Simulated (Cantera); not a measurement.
Cantera run, input and output.

```python
import numpy as np
import cantera as ct

gas = ct.Solution("gri30.yaml")
gas.TPX = 1925, 12000, {'CH4': 2.1, 'CO2': 1.4}
reactor = ct.IdealGasConstPressureReactor(gas, energy="off", clone=False)
net = ct.ReactorNet([reactor])
net.rtol, net.atol = 1e-08, 1e-18
show = ['CH4', 'CO2', 'OH', 'C2H6', 'CH2O', 'C2H4', 'CH3']
times = np.geomspace(0.0007, 6, 10)

steps = ct.SolutionArray(gas, extra=["t"])
rows = []
print(f"{'t/s':>10s}{'T/K':>9s}{'P/Pa':>11s}" + "".join(f"{s:>11s}" for s in show))
for t in times:
    while net.time < t:
        t_next = net.step()
        steps.append(gas.state, t=t_next)
    rows.append([np.interp(t, steps.t, y) for y in (steps.T, steps.P, *steps(*show).X.T)])
    print(f"{t:10.3e}{rows[-1][0]:9.1f}{rows[-1][1]:11.4g}" + "".join(f"{x:11.3e}" for x in rows[-1][2:]))
rate = np.gradient(steps.T, steps.t)
print("integrator steps:", len(steps.t))
if steps.T.max() > steps.T[0] + 200:
    print(f"time of steepest temperature rise: {steps.t[rate.argmax()]:.4e} s")
gas.TPX = 1925, 12000, {'CH4': 2.1, 'CO2': 1.4}
gas.equilibrate("TP")
print(f"equilibrium (TP): T = {gas.T:.1f} K  " + "  ".join(f"{s} {gas[s].X[0]:.3e}" for s in show))
```

It prints:

```
       t/s      T/K       P/Pa        CH4        CO2         OH       C2H6       CH2O       C2H4        CH3
 7.000e-04   1925.0    1.2e+04  3.448e-01  3.351e-01  8.170e-06  7.861e-04  1.774e-04  3.161e-02  1.424e-02
 1.915e-03   1925.0    1.2e+04  1.553e-01  2.436e-01  1.614e-05  1.810e-04  6.107e-05  6.573e-03  6.966e-03
 5.237e-03   1925.0    1.2e+04  5.553e-02  1.360e-01  3.350e-05  3.236e-05  2.175e-05  1.049e-03  3.087e-03
 1.433e-02   1925.0    1.2e+04  1.620e-02  4.068e-02  6.067e-05  4.986e-06  7.834e-06  2.135e-04  1.301e-03
 3.919e-02   1925.0    1.2e+04  1.064e-02  2.187e-02  4.635e-05  2.161e-06  3.386e-06  1.246e-04  8.723e-04
 1.072e-01   1925.0    1.2e+04  7.400e-03  1.212e-02  2.377e-05  9.227e-07  1.046e-06  7.832e-05  5.704e-04
 2.932e-01   1925.0    1.2e+04  4.036e-03  4.273e-03  8.082e-06  2.575e-07  1.832e-07  4.795e-05  3.022e-04
 8.019e-01   1925.0    1.2e+04  1.506e-03  5.831e-04  1.098e-06  3.565e-08  1.900e-08  3.557e-05  1.123e-04
 2.194e+00   1925.0    1.2e+04  3.348e-04  5.419e-06  1.024e-08  2.224e-09  1.078e-08  3.391e-05  2.500e-05
 6.000e+00   1925.0    1.2e+04  2.637e-04  4.997e-08  9.549e-11  1.565e-09  1.076e-08  3.390e-05  1.969e-05
integrator steps: 1782
equilibrium (TP): T = 1925.0 K  CH4 2.637e-04  CO2 5.002e-08  OH 9.559e-11  C2H6 1.566e-09  CH2O 1.076e-08  C2H4 3.390e-05  CH3 1.970e-05
```

Computed with Cantera and GRI-Mech 3.0 (53 species, 325 reactions).
